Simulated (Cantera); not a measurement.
Charge: 1 mol CH3SiCl3, 0.21 mol C2H2, a varied amount of H2, at 1200 K and 1.00 bar.

Cantera equilibrium calculation (NASA polynomials, part measured and part estimated; ideal gas, pure solids and liquids). Candidate condensed phases: C, C6H6, C7H8, C8H18, Si, SiC; 109 gas species. The feed counts by its element totals alone. The numbers say what is thermodynamically allowed, not how fast it happens.

Question: At 140 mol H2, list the 5 most abundant gas species with their mole fractions, and the condensed phases.

Answer: H2 0.976, HCl 0.0208, CH4 0.00302, SiHCl3 3.50e-5, SiCl4 2.74e-5. Condensed: SiC(s).
